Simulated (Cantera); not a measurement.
Input (Python, Cantera):

```python
import numpy as np
import cantera as ct

gas = ct.Solution("gri30.yaml")
gas.TPX = 1875, 520, {'C2H6': 1, 'H2': 1.1}
reactor = ct.IdealGasConstPressureReactor(gas, energy="off", clone=False)
net = ct.ReactorNet([reactor])
net.rtol, net.atol = 1e-08, 1e-18
show = ['C2H6', 'H2', 'CH4', 'H', 'C2H2', 'CH2']
times = np.geomspace(2e-06, 200, 10)

steps = ct.SolutionArray(gas, extra=["t"])
rows = []
print(f"{'t/s':>10s}{'T/K':>9s}{'P/Pa':>11s}" + "".join(f"{s:>11s}" for s in show))
for t in times:
    while net.time < t:
        t_next = net.step()
        steps.append(gas.state, t=t_next)
    rows.append([np.interp(t, steps.t, y) for y in (steps.T, steps.P, *steps(*show).X.T)])
    print(f"{t:10.3e}{rows[-1][0]:9.1f}{rows[-1][1]:11.4g}" + "".join(f"{x:11.3e}" for x in rows[-1][2:]))
rate = np.gradient(steps.T, steps.t)
print("integrator steps:", len(steps.t))
if steps.T.max() > steps.T[0] + 200:
    print(f"time of steepest temperature rise: {steps.t[rate.argmax()]:.4e} s")
gas.TPX = 1875, 520, {'C2H6': 1, 'H2': 1.1}
gas.equilibrate("TP")
print(f"equilibrium (TP): T = {gas.T:.1f} K  " + "  ".join(f"{s} {gas[s].X[0]:.3e}" for s in show))
```

It prints:

```
       t/s      T/K       P/Pa       C2H6         H2        CH4          H       C2H2        CH2
 2.000e-06   1875.0        520  4.711e-01  5.220e-01  6.267e-05  3.937e-05  2.999e-11  5.886e-08
 1.549e-05   1875.0        520  4.360e-01  5.104e-01  3.362e-03  9.167e-04  1.562e-07  1.926e-05
 1.199e-04   1875.0        520  1.709e-01  4.644e-01  9.381e-02  7.015e-03  2.218e-03  2.650e-04
 9.283e-04   1875.0        520  7.479e-04  5.525e-01  2.000e-01  8.151e-03  1.304e-01  1.031e-04
 7.188e-03   1875.0        520  8.535e-05  6.466e-01  1.316e-01  3.008e-03  2.004e-01  2.123e-05
 5.565e-02   1875.0        520  1.265e-05  7.073e-01  5.879e-02  2.542e-03  2.263e-01  9.363e-06
 4.309e-01   1875.0        520  2.878e-07  7.468e-01  6.589e-03  4.405e-03  2.413e-01  4.518e-06
 3.336e+00   1875.0        520  3.780e-10  7.490e-01  1.785e-04  7.893e-03  2.428e-01  4.678e-07
 2.583e+01   1875.0        520  4.630e-11  7.491e-01  5.630e-05  7.925e-03  2.429e-01  1.502e-07
 2.000e+02   1875.0        520  4.612e-11  7.491e-01  5.616e-05  7.925e-03  2.429e-01  1.498e-07
integrator steps: 1791
equilibrium (TP): T = 1875.0 K  C2H6 4.618e-11  H2 7.491e-01  CH4 5.621e-05  H 7.925e-03  C2H2 2.429e-01  CH2 1.500e-07
```

Model: GRI-Mech 3.0 (53 species, 325 reactions), integrated in Cantera. GRI-Mech 3.0 stops at C3 and has no aromatics, soot or wall deposition, so with more carbon than oxygen in the feed, carbon stays in small species such as C2H2 where larger ones or solid carbon would form. Radical loss at walls, strong at low pressure, is not modelled.
